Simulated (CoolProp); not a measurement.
Properties of dimethyl carbonate along the isotherm 600 K.

Model: reference Helmholtz-energy equation of state, Zhou 2011, in CoolProp.

```csv
p (MPa),phase,Z,speed of sound (m/s),Joule-Thomson coefficient (K/MPa),isothermal compressibility (1/MPa),expansivity (1/kK),fugacity coefficient
0.155,gas,0.9914,239.6,5.492,6.508,1.715,0.9915
0.294,gas,0.9837,237.9,5.547,3.458,1.760,0.9839
0.558,gas,0.9688,234.7,5.658,1.851,1.851,0.9695
1.06,gas,0.9399,228.5,5.888,1.006,2.046,0.9425
2,gas,0.8830,216.1,6.401,0.5711,2.518,0.8929
3.8,gas,0.7598,189.5,7.762,0.3622,4.158,0.8005
7.21,supercritical,0.4615,149.0,8.440,0.3154,16.61,0.6319
13.7,supercritical,0.4355,301.1,1.356,0.02998,5.378,0.4306
25.9,supercritical,0.6845,478.1,0.2755,0.008521,2.444,0.3224
49.1,supercritical,1.146,668.1,-0.07696,0.003588,1.437,0.3012
```
